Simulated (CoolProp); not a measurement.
A single-stage vapour-compression cycle with the fluid: evaporating at 313.15 K (dew point), condensing at 368.15 K (bubble point), superheat 5 K, subcooling 0 K, compressor efficiency 0.7, no pressure losses. The same conditions are run with several fluids, on thermodynamics alone (safety and materials aside).

Model: reference Helmholtz-energy equation of state of each fluid (R1233zd(E): Akasaka 2022; cyclopentane: Gedanitz 2015; R236FA: Pan 2012; R124: de Vries 1995; R113: Marx 1992; n-heptane: Span 2003), in CoolProp.

Question: Rank R1233zd(E), cyclopentane, R236FA, R124, R113, n-heptane by cooling COP, highest first.

Answer: cyclopentane (3.28), R113 (3.06), n-heptane (3.04), R1233zd(E) (2.93), R124 (2.40), R236FA (2.30)

```csv
fluid,pressure ratio,discharge temperature (K),refrigerating effect (kJ/kg),volumetric capacity (kJ/m³)
R1233zd(E),4.33,376.7,116,1330
cyclopentane,4.99,384.6,290,585
R236FA,3.99,370.6,65.1,1860
R124,3.63,377.1,70.8,2510
R113,4.95,369.9,97.1,556
n-heptane,7.43,368.2,231,109
```

The compression ends wet for: n-heptane.
